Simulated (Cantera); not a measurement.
What does this Cantera script print?

```python
import numpy as np
import cantera as ct

gas = ct.Solution("gri30.yaml")
gas.TPX = 1673, 100000, {'CH4': 1, 'H2': 0.19, 'O2': 5.11, 'N2': 19.2, 'H2O': 0.59}
reactor = ct.IdealGasReactor(gas, energy="on", clone=False)
net = ct.ReactorNet([reactor])
net.rtol, net.atol = 1e-08, 1e-16
show = ['CH4', 'H2', 'O2', 'NO', 'H']
times = np.geomspace(5e-06, 4, 13)

steps = ct.SolutionArray(gas, extra=["t"])
rows = []
print(f"{'t/s':>10s}{'T/K':>9s}{'P/Pa':>11s}" + "".join(f"{s:>11s}" for s in show))
for t in times:
    while net.time < t:
        t_next = net.step()
        steps.append(gas.state, t=t_next)
    rows.append([np.interp(t, steps.t, y) for y in (steps.T, steps.P, *steps(*show).X.T)])
    print(f"{t:10.3e}{rows[-1][0]:9.1f}{rows[-1][1]:11.4g}" + "".join(f"{x:11.3e}" for x in rows[-1][2:]))
rate = np.gradient(steps.T, steps.t)
print("integrator steps:", len(steps.t))
if steps.T.max() > steps.T[0] + 200:
    print(f"time of steepest temperature rise: {steps.t[rate.argmax()]:.4e} s")
gas.TPX = 1673, 100000, {'CH4': 1, 'H2': 0.19, 'O2': 5.11, 'N2': 19.2, 'H2O': 0.59}
gas.equilibrate("UV")
print(f"equilibrium (UV): T = {gas.T:.1f} K  " + "  ".join(f"{s} {gas[s].X[0]:.3e}" for s in show))
```

Result:

```
       t/s      T/K       P/Pa        CH4         H2         O2         NO          H
 5.000e-06   1673.0      1e+05  3.832e-02  7.283e-03  1.959e-01  9.353e-14  1.960e-07
 1.552e-05   1672.9      1e+05  3.830e-02  7.281e-03  1.958e-01  5.803e-13  3.730e-07
 4.817e-05   1673.0      1e+05  3.812e-02  7.261e-03  1.957e-01  6.156e-12  1.823e-06
 1.495e-04   2226.5  1.367e+05  1.641e-09  4.515e-03  1.179e-01  5.554e-06  5.665e-03
 4.642e-04   2562.0  1.541e+05  1.326e-18  1.913e-03  1.118e-01  7.650e-04  1.192e-03
 1.441e-03   2559.9   1.54e+05  1.272e-18  1.868e-03  1.107e-01  3.032e-03  1.143e-03
 4.472e-03   2550.6  1.533e+05  1.167e-18  1.818e-03  1.082e-01  8.370e-03  1.086e-03
 1.388e-02   2539.0  1.526e+05  1.046e-18  1.757e-03  1.052e-01  1.493e-02  1.018e-03
 4.309e-02   2536.0  1.524e+05  1.017e-18  1.742e-03  1.044e-01  1.658e-02  1.001e-03
 1.337e-01   2536.0  1.524e+05  1.017e-18  1.742e-03  1.044e-01  1.659e-02  1.001e-03
 4.152e-01   2536.0  1.524e+05  1.017e-18  1.742e-03  1.044e-01  1.659e-02  1.001e-03
 1.289e+00   2536.0  1.524e+05  1.017e-18  1.742e-03  1.044e-01  1.659e-02  1.001e-03
 4.000e+00   2536.0  1.524e+05  1.017e-18  1.742e-03  1.044e-01  1.659e-02  1.001e-03
integrator steps: 1654
time of steepest temperature rise: 1.4357e-04 s
equilibrium (UV): T = 2536.0 K  CH4 1.500e-18  H2 1.742e-03  O2 1.044e-01  NO 1.659e-02  H 1.001e-03
```

Computed with Cantera and GRI-Mech 3.0 (53 species, 325 reactions).
